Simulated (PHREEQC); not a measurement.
Nickel, zinc or cadmium bath (model solution)

Dissolve 170 mmol/kgw Ni(NO3)2, 30 mmol/kgw NaAlO2 and 39 mmol/kgw MnSO4 at 25 °C. Closed to the air; pH follows from the charge balance.

Computed with PHREEQC (ion-association model, wateq4f.dat).

Precipitation was switched off in this run.

Problem. Predict the pH.

Solution. pH 7.61.

Problem. In which forms is Na present?

Solution. Na+ 99 %, NaSO4- 1.4 % of the Na.

Examples of supersaturated solids here: Ni(OH)2, Basaluminite. Others may be too. Species that the database lacks are ignored.
